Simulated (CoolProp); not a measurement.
Isobutane at 298.15 K and 17.8 MPa flows at 2.3 m/s in a round tube of 2 mm bore and 15 µm roughness, fully developed (64/Re and Nu = 3.66 if laminar; Colebrook and Gnielinski if turbulent). Each further row changes one setting.

The numbers come from the reference Helmholtz-energy equation of state, Bücker 2006 in CoolProp.

| case | Reynolds number | Darcy friction factor | pressure drop (Pa/m) | heat-transfer coefficient (W/(m² K)) | mass flow (kg/h) |
|---|---|---|---|---|---|
| as stated | 13800 | 0.0390 | 29900 | ___ | 15.1 |
| velocity 4.6 m/s | 27600 | ___ | 113000 | 11100 | 30.2 |
| diameter 4 mm | 27600 | ___ | 12100 | 4970 | 60.3 |

Q: What belongs in the gaps?

A: 
- as stated, heat-transfer coefficient (W/(m² K)): 5560
- velocity 4.6 m/s, Darcy friction factor: 0.0369
- diameter 4 mm, Darcy friction factor: 0.0315

Viscosity comes from a separate model (Vogel 2000). Thermal conductivity comes from a separate model (Perkins 2002).
